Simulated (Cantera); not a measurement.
An adiabatic, constant-pressure homogeneous reactor starts with 5.57 % CH3OH, 18.2 % O2, 68.5 % N2, 7.24 % H2O, 0.557 % H2, equivalence ratio 0.48, at 1548 K and 1.01 bar.

Computed with Cantera and GRI-Mech 3.0 (53 species, 325 reactions). GRI-Mech 3.0 was tuned for natural gas; its chemistry of methanol as a main component is partial and can be far from experiment.

x: mole fraction; the columns are a selection and need not sum to one.

```
t (s)     T (K)  x CH3OH    x O2   x H2O     x HO2     x HCO     x H2
--------  -----  -------  ------  ------  --------  --------  -------
2.00e-6    1548   0.0557   0.181  0.0724   1.07e-5  4.49e-10  0.00558
5.02e-6    1548   0.0556   0.181  0.0724   3.24e-5   1.63e-9  0.00559
1.26e-5    1548   0.0555   0.181  0.0725   9.55e-5   7.55e-9  0.00564
3.17e-5    1548   0.0548   0.181  0.0727  0.000300   7.22e-8  0.00587
7.96e-5    1560   0.0478   0.177  0.0769   0.00107   3.22e-6  0.00847
0.000200    [?]   <1e-12  0.0927     [?]       [?]       [?]  0.00858
0.000502   2373   <1e-12  0.0911   0.174   7.18e-6  6.42e-10  0.00250
0.00126    2392   <1e-12  0.0909   0.176   7.57e-6  3.98e-10  0.00201
0.00317    2392   <1e-12  0.0907   0.176   7.54e-6  3.95e-10  0.00200
0.00796    2390   <1e-12  0.0901   0.176   7.47e-6  3.89e-10  0.00199
0.0200     2386   <1e-12  0.0890   0.176   7.32e-6  3.76e-10  0.00197
0.0502     2380   <1e-12  0.0872   0.176   7.10e-6  3.58e-10  0.00193
0.126      2377   <1e-12  0.0860   0.176   6.96e-6  3.47e-10  0.00191
0.317      2376   <1e-12  0.0859   0.176   6.95e-6  3.46e-10  0.00190
0.796      2376   <1e-12  0.0859   0.176   6.95e-6  3.46e-10  0.00190
2.00       2376   <1e-12  0.0859   0.176   6.95e-6  3.46e-10  0.00190
```

Some entries are withheld; supply them.


- 0.000200, T (K): 2133
- 0.000200, x H2O: 0.158
- 0.000200, x HO2: 1.27e-5
- 0.000200, x HCO: 1.42e-8
